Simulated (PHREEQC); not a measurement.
Consider water at 25 °C with 0.001 mol H2SO4, 0.054 mol Na2CO3 and 0.00016 mol Na3PO4 per kg of water. Closed to the air; pH follows from the charge balance.

All values are PHREEQC results (ion-association model, phreeqc.dat), not measurements.

Each row changes one thing in this solution. No solid was allowed to form.

```json
[
 {"case": "as made", "pH": "11.00", "ionic strength (mol/kgw)": "0.122", "Na+ (mol/kgw)": "0.0891", "CO3-2 (mol/kgw)": "0.0316", "NaCO3- (mol/kgw)": "0.0192", "HCO3- (mol/kgw)": "0.00314"},
 {"case": "Na2CO3 from 0.054 to 0.081 mol/kgw", "pH": "11.07", "ionic strength (mol/kgw)": "0.173", "Na+ (mol/kgw)": "0.128", "CO3-2 (mol/kgw)": "0.0436", "NaCO3- (mol/kgw)": "0.0339", "HCO3- (mol/kgw)": "0.00339"},
 {"case": "temperature from 25 to 20 °C", "pH": "11.11", "ionic strength (mol/kgw)": "0.127", "Na+ (mol/kgw)": "0.0917", "CO3-2 (mol/kgw)": "0.0344", "NaCO3- (mol/kgw)": "0.0165", "HCO3- (mol/kgw)": "0.00296"},
 {"case": "diluted 2-fold with water", "pH": "10.98", "ionic strength (mol/kgw)": "0.0657", "Na+ (mol/kgw)": "0.0472", "CO3-2 (mol/kgw)": "0.0179", "NaCO3- (mol/kgw)": "0.00692", "HCO3- (mol/kgw)": "0.00213"},
 {"case": "H2SO4 left out", "pH": "11.21", "ionic strength (mol/kgw)": "0.121", "Na+ (mol/kgw)": "0.0888", "CO3-2 (mol/kgw)": "0.0324", "NaCO3- (mol/kgw)": "0.0196", "HCO3- (mol/kgw)": "0.00200"},
 {"case": "Na3PO4 from 0.00016 to 3.2e-05 mol/kgw", "pH": "10.99", "ionic strength (mol/kgw)": "0.121", "Na+ (mol/kgw)": "0.0888", "CO3-2 (mol/kgw)": "0.0316", "NaCO3- (mol/kgw)": "0.0191", "HCO3- (mol/kgw)": "0.00321"}
]
```
